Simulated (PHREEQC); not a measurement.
A solution holds 0.006 mol/kgw FeCl2, at 20 °C. Closed to the air; pH follows from the charge balance.

All values are PHREEQC results (ion-association model, phreeqc.dat), not measurements.

### Question
The ionic strength comes out as 0.0179 mol/kgw. What activity coefficients do Cl-, H+, Fe+2, FeCl+ get?

### Answer
Cl- 0.87, H+ 0.89, Fe+2 0.61, FeCl+ 0.88.

This is a speciation only: nothing precipitates in the calculation.
